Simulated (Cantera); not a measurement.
A perfectly stirred reactor is fed with CH4 : H2 : O2 : N2 = 1 : 0.038 : 1.55 : 5.84 (molar parts), equivalence ratio 1.3, at 1700000 Pa; it is adiabatic with a 500 K inlet, and is followed from long to short residence time, starting on the burning branch (τ in s: 0.025, 0.013, 0.0065, 0.0033, 0.0017, 0.00088, 0.00045, 0.00023, 0.00012, 6.1e-05, 3.1e-05, 1.6e-05).

Cantera simulation using GRI-Mech 3.0 (53 species, 325 reactions); the numbers are that mechanism's predictions, not measurements. The pressure lies above the range GRI-Mech 3.0 was tuned for (to about 10 atm).

Problem. Predict: blow-out, bracketed by the residence times tried; x(CH4) at τ = 25.0 ms; x(H2) at τ = 25.0 ms; x(O2) at τ = 25.0 ms; x(N2O) at τ = 25.0 ms; x(CO) at τ = 25.0 ms; x(CH4) at τ = 0.450 ms; x(H2) at τ = 0.450 ms; x(O2) at τ = 0.450 ms; x(N2O) at τ = 0.450 ms; x(CO) at τ = 0.450 ms.

Solution. 
| Property | Value |
|---|---|
| blow-out, bracketed by the residence times tried | burning at 61.0 µs, out at 31.0 µs |
| x(CH4) at τ = 25.0 ms | 0.000154 |
| x(H2) at τ = 25.0 ms | 0.0431 |
| x(O2) at τ = 25.0 ms | 6.15e-5 |
| x(N2O) at τ = 25.0 ms | 1.24e-8 |
| x(CO) at τ = 25.0 ms | 0.0620 |
| x(CH4) at τ = 0.450 ms | 0.00241 |
| x(H2) at τ = 0.450 ms | 0.0370 |
| x(O2) at τ = 0.450 ms | 0.00237 |
| x(N2O) at τ = 0.450 ms | 4.67e-8 |
| x(CO) at τ = 0.450 ms | 0.0581 |
